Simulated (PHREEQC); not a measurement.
A column of 0.2 m (30 cells, dispersivity 0.01 m, 3600 s a shift, diffusion coefficient 3e-10 m²/s) holds 0.0027 eq of the database's cation exchanger X per kg of pore water, first in equilibrium with 0.00059 mol KBr, 0.046 mol BaCl2 and 1e-05 mol HCl per kg of water. It is flushed with 0.0044 mol/kgw KBr and 1e-05 mol/kgw HCl, at 25 °C. Values are for the last cell. The system is closed to CO2. Nothing may precipitate in this run.

The numbers come from PHREEQC with the ion-association model, phreeqc.dat.

```tsv
pore volumes	Cl in solution (mol/kgw)	Ba in solution (mol/kgw)	Br in solution (mol/kgw)	K in solution (mol/kgw)	KX on the exchanger (mol/kgw)	BaX2 on the exchanger (mol/kgw)
0	0.0920	0.0460	0.000590	0.000590	1.30e-5	0.00134
0.2833	0.0920	0.0460	0.000590	0.000590	1.30e-5	0.00134
0.6833	0.0787	0.0394	0.00114	0.00105	2.50e-5	0.00134
0.95	0.0462	0.0232	0.00249	0.00221	6.80e-5	0.00132
1.217	0.0200	0.0103	0.00357	0.00309	0.000141	0.00128
1.617	0.00416	0.00245	0.00423	0.00348	0.000313	0.00119
1.883	0.00130	0.00105	0.00435	0.00354	0.000471	0.00111
2.15	0.000392	0.000564	0.00438	0.00364	0.000635	0.00103
2.417	0.000119	0.000370	0.00440	0.00376	0.000782	0.000959
2.817	2.59e-5	0.000243	0.00440	0.00393	0.000961	0.000870
3.083	1.43e-5	0.000197	0.00440	0.00401	0.00106	0.000821
3.35	1.12e-5	0.000166	0.00440	0.00407	0.00114	0.000780
3.75	1.02e-5	0.000133	0.00440	0.00413	0.00125	0.000727
4.017	1.00e-5	0.000118	0.00440	0.00416	0.00131	0.000696
```
